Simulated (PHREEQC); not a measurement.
1 kg of water meets 20 L of dry gas (CO2 0.47, N2 0.53 by moles) at fixed total pressure, at 10 °C; fugacities by Peng-Robinson. The gases take part in no redox reaction, some water evaporates into the gas, and hydrates or a liquid gas phase aren't modelled. Nothing may precipitate in this run.

All values are PHREEQC results (ion-association model, phreeqc.dat), not measurements.

**Question.** Predict dissolved CO2 (all carbonate carbon) (mol/kgw), pH at P (atm) = 1, 2, 10, 15.

**Answer.** 
```json
[
 {"P (atm)": "1", "dissolved CO2 (all carbonate carbon) (mol/kgw)": "0.0241", "pH": "4.04"},
 {"P (atm)": "2", "dissolved CO2 (all carbonate carbon) (mol/kgw)": "0.0482", "pH": "3.89"},
 {"P (atm)": "10", "dissolved CO2 (all carbonate carbon) (mol/kgw)": "0.229", "pH": "3.55"},
 {"P (atm)": "15", "dissolved CO2 (all carbonate carbon) (mol/kgw)": "0.333", "pH": "3.47"}
]
```

Constants without temperature data keep their 25 °C values here.
